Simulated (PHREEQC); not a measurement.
Consider water at 25 °C with 0.13 mol/kgw HF and 0.0077 mol/kgw KF. Closed to the air; pH follows from the charge balance.

Equilibrium calculation in PHREEQC: ion-association model, phreeqc.dat.

```yaml
pH: 2.11
ionic_strength: 0.0164 mol/kgw
total_alkalinity: -130 meq/kg
```

| species | molality | activity | log γ |
|---|---|---|---|
| HF | 0.116 | 0.117 | 0.002 |
| F- | 0.0114 | 0.00996 | -0.057 |
| H+ | 0.00871 | 0.00781 | -0.047 |
| K+ | 0.00770 | 0.00676 | -0.057 |
| HF2- | 0.00506 | 0.00446 | -0.055 |

This is a speciation only: nothing precipitates in the calculation. Species that the database lacks are ignored.
